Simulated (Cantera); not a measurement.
Input: 1 mol Si, 0.01 mol N2O, 2.7 mol H2, held at 2200 K.

Method: chemical equilibrium by Gibbs-energy minimisation in Cantera with the NASA 1993 tables (ideal gas, pure condensed phases). Candidate condensed phases: H2O, Si, SiO2, Si2N2O, Si3N4; 35 gas species. Gases not in the tables: Si2H6 and higher silanes. Kinetics and transport are ignored.

**Question.** Which condensed phases are stable at each of these points (P (Pa)): 0.100, 0.750, 5.60, 42, 320, 2400, 18000, 130000, 1000000?

**Answer.** 
| P (Pa) | condensed phases | Si condensed (%) |
|---|---|---|
| 0.100 | gas only | 0.0 |
| 0.750 | gas only | 0.0 |
| 5.60 | gas only | 0.0 |
| 42 | gas only | 0.0 |
| 320 | Si(l) | 59.0 |
| 2400 | Si(l) | 94.1 |
| 18000 | Si(l) | 98.2 |
| 130000 | Si(l) | 98.8 |
| 1000000 | Si(l) | 98.9 |

From 1.00e-6 bar to 0.000420 bar nothing is condensed. From 0.00320 bar to 10.0 bar the condensed part is Si(l).
